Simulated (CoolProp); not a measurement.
The fluoroketone C6F12O (FK-5-1-12) at several states: fugacity coefficient from the reference equation and from simpler models built on Tc = 168.7 °C, pc = 18.69 bar, ω = 0.471; each cubic takes its own stable root.

Model: reference Helmholtz-energy equation of state, McLinden 2015, in CoolProp.

```tsv
T (°C)	p (bar)	phase	reference
-52.15	0.75	liquid	0.004575
11.55	0.77	liquid	0.2831
140.95	0.187	gas	0.9956
47.75	80.7	liquid	0.02073
32.55	0.171	gas	0.9875
```

Task: How far does each simpler model (van der Waals, Soave-Redlich-Kwong) lie from the reference over these 5 states: mean and median of the absolute difference, and the worst?

Result: 
- van der Waals: mean 3050.9 %, median 241.3 %, worst +14527.3 % at -52.15 °C and 0.75 bar
- Soave-Redlich-Kwong: mean 2.9 %, median 0.6 %, worst +7.6 % at -52.15 °C and 0.75 bar

At some of these states van der Waals gives the other phase, because its saturation line lies elsewhere.
